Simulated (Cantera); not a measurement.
Input: 1 mol Fe2O3, 6.4 mol CO, 0.2 mol H2, equilibrated at 0.280 bar.

Method: chemical equilibrium by Gibbs-energy minimisation in Cantera with the NASA 1993 tables (ideal gas, pure condensed phases). Candidate condensed phases: C, C6H6, C7H8, C8H18, Fe, Fe(CO)5, FeO, Fe(OH)2, Fe(OH)3, Fe2O3, Fe3O4, H2O; 114 gas species. The tables' stoichiometric FeO is somewhat more stable than real wüstite, so its field is too wide. FeO: taken at fixed stoichiometry. Rates play no part.

**Question.** At 2227 °C, list the 6 most abundant gas species with their mole fractions, and the condensed phases.

**Answer.** CO 0.758, CO2 0.167, Fe 0.0393, H2O 0.0148, H2 0.0109, H 0.00496. Condensed: FeO(l).
